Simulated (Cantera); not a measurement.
Mixture: CO : H2 : O2 : N2 = 1 : 0.95 : 1.19 : 8.32 (molar parts), equivalence ratio 0.82, at 3.70 bar, adiabatic and at constant pressure. Ignition delay is the time to a rise of 400 K.

Detailed kinetics in Cantera: GRI-Mech 3.0 (53 species, 325 reactions). The hydrogen kinetics of GRI-Mech 3.0 are dated; newer H2 mechanisms differ, most at raised pressure. Where the delays flatten at high temperature, the 400 K rule measures the pace of heat release, not the induction time.

**Question.** What does this change do: pressure from 3.70 bar to 2.90 bar?

**Answer.** 
| quantity | before | after |
|---|---|---|
| delay at 975 K | 13.7 ms | 11.5 ms |
| delay at 1075 K | 0.306 ms | 0.193 ms |
| delay at 1175 K | 40.8 µs | 46.0 µs |
| delay at 1275 K | 20.5 µs | 25.7 µs |
